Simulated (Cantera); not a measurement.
A closed system holds: 1 mol borazine, 1.1 mol O2, 6.9 mol N2, 0.5 mol NH3, equilibrated at 1300 °C and 0.133 bar.

Cantera equilibrium calculation (NASA polynomials, part measured and part estimated; ideal gas, pure solids and liquids). Candidate condensed phases: B, BN, B2O3, B3O3H3, H2O; 39 gas species. The feed counts by its element totals alone. Mutual solubility and eutectic melting of coexisting phases are not modelled. Gases not in the tables: H3BO3. Kinetics and transport are ignored.

Base state: N2 0.675, H2 0.318, HBO2 0.00403, H2O 0.00108, HBO 0.00100, B2O3 0.000673, H 6.28e-5, B2O2 1.94e-5 (mole fractions); condensed: BN(s) + B2O3(l).

Task: What changes in the equilibrium state with this change: temperature from 1300 °C to 1277 °C?

Result: 
```csv
species,before,after
N2,0.675,0.676
H2,0.318,0.319
HBO2,0.00403,0.00336
B2O2,1.94e-5,1.08e-5
B2O3,0.000673,0.000437
"BN(s), mol",1.55,1.55
"B2O3(l), mol",0.686,0.695
```
